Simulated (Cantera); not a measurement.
Input (Python, Cantera) and output of one run.

```python
import numpy as np
import cantera as ct

gas_names = [...]  # 110 gases of nasa_gas.yaml made of C, H, O
cond_names = """
    C(gr) C6H6(L) C7H8(L) C8H18(L),n-octa H2O(s) H2O(L)
""".split()


# ... load() reads the species with a 1 bar reference pressure and builds the phases ...
atoms = {
    'acetone': {'C': 3, 'H': 6, 'O': 1},
    'H2O': {'H': 2, 'O': 1},
}
top_T = {'C(gr)': 4500}  # K; cautious upper limits of use, not melting points


# ... equilibrate(T, P, feed) seeds the gas with the atoms and calls Mixture.equilibrate('TP', solver="vcs", rtol=1e-11, max_steps=5000) ...
results = []
T = 1500  # K
P = 7200000  # Pa
for m in [0.092, 0.15, 0.23, 0.37, 0.58, 0.92, 1.5, 2.3, 3.7]:
    feed = {'acetone': 1, 'H2O': m}  # mol
    mix = equilibrate(T, P, feed)
    results.append((T, P, feed, dict(zip(mix.species_names, mix.species_moles))))
    x = sorted(zip(gas.X, gas.species_names), reverse=True)
    print(f"T = {T:g} K  P = {P:g} Pa  n(H2O) = {m:g} mol  gas = {mix.phase_moles(0):.4g} mol")
    print("   x: " + "  ".join(f"{s} {v:.3e}" for v, s in x if v > 1e-06))
    print("   condensed (mol): " + ("  ".join(f"{mix.phase(i).name} {mix.phase_moles(i):.4g}"
          for i in range(1, mix.n_phases) if mix.phase_moles(i) > 1e-12) or "none"))
```

Result:

```
T = 1500 K  P = 7.2e+06 Pa  n(H2O) = 0.092 mol  gas = 3.804 mol
   x: H2 6.402e-01  CO 2.600e-01  CH4 7.584e-02  H2O 2.058e-02  CO2 3.230e-03  C2H4 7.586e-05  C2H6 3.051e-05  C2H2,acetylene 5.778e-06  HCHO,formaldehy 5.327e-06  CH3 3.983e-06  H 1.660e-06
   condensed (mol): C(gr) 1.709
T = 1500 K  P = 7.2e+06 Pa  n(H2O) = 0.15 mol  gas = 3.913 mol
   x: H2 6.348e-01  CO 2.662e-01  CH4 7.456e-02  H2O 2.090e-02  CO2 3.387e-03  C2H4 7.458e-05  C2H6 2.974e-05  C2H2,acetylene 5.729e-06  HCHO,formaldehy 5.409e-06  CH3 3.933e-06  H 1.653e-06
   condensed (mol): C(gr) 1.652
T = 1500 K  P = 7.2e+06 Pa  n(H2O) = 0.23 mol  gas = 4.062 mol
   x: H2 6.278e-01  CO 2.743e-01  CH4 7.292e-02  H2O 2.129e-02  CO2 3.596e-03  C2H4 7.293e-05  C2H6 2.877e-05  C2H2,acetylene 5.665e-06  HCHO,formaldehy 5.511e-06  CH3 3.868e-06  H 1.644e-06
   condensed (mol): C(gr) 1.574
T = 1500 K  P = 7.2e+06 Pa  n(H2O) = 0.37 mol  gas = 4.324 mol
   x: H2 6.166e-01  CO 2.871e-01  CH4 7.035e-02  H2O 2.189e-02  CO2 3.939e-03  C2H4 7.036e-05  C2H6 2.726e-05  HCHO,formaldehy 5.665e-06  C2H2,acetylene 5.565e-06  CH3 3.765e-06  H 1.629e-06
   condensed (mol): C(gr) 1.437
T = 1500 K  P = 7.2e+06 Pa  n(H2O) = 0.58 mol  gas = 4.716 mol
   x: H2 6.022e-01  CO 3.036e-01  CH4 6.709e-02  H2O 2.261e-02  CO2 4.406e-03  C2H4 6.710e-05  C2H6 2.539e-05  HCHO,formaldehy 5.851e-06  C2H2,acetylene 5.434e-06  CH3 3.633e-06  H 1.610e-06
   condensed (mol): C(gr) 1.23
T = 1500 K  P = 7.2e+06 Pa  n(H2O) = 0.92 mol  gas = 5.35 mol
   x: H2 5.832e-01  CO 3.253e-01  CH4 6.293e-02  H2O 2.346e-02  CO2 5.057e-03  C2H4 6.294e-05  C2H6 2.306e-05  HCHO,formaldehy 6.071e-06  C2H2,acetylene 5.263e-06  CH3 3.463e-06  H 1.584e-06
   condensed (mol): C(gr) 0.8949
T = 1500 K  P = 7.2e+06 Pa  n(H2O) = 1.5 mol  gas = 6.432 mol
   x: H2 5.593e-01  CO 3.524e-01  CH4 5.788e-02  H2O 2.437e-02  CO2 5.935e-03  C2H4 5.789e-05  C2H6 2.034e-05  HCHO,formaldehy 6.308e-06  C2H2,acetylene 5.047e-06  CH3 3.252e-06  H 1.551e-06
   condensed (mol): C(gr) 0.3216
T = 1500 K  P = 7.2e+06 Pa  n(H2O) = 2.3 mol  gas = 7.875 mol
   x: H2 5.663e-01  CO 3.417e-01  H2O 5.275e-02  CH4 2.692e-02  CO2 1.230e-02  C2H4 1.221e-05  HCHO,formaldehy 6.192e-06  C2H6 4.346e-06  H 1.561e-06  CH3 1.503e-06  C2H2,acetylene 1.052e-06
   condensed (mol): none
T = 1500 K  P = 7.2e+06 Pa  n(H2O) = 3.7 mol  gas = 9.58 mol
   x: H2 5.337e-01  CO 2.763e-01  H2O 1.531e-01  CO2 3.063e-02  CH4 6.276e-03  HCHO,formaldehy 4.719e-06  HCOOH 1.532e-06  H 1.516e-06
   condensed (mol): none
```

Method: chemical equilibrium by Gibbs-energy minimisation in Cantera with the NASA 1993 tables (ideal gas, pure condensed phases). The feed counts by its element totals alone. The ideal-gas law is rough above about 30 bar.
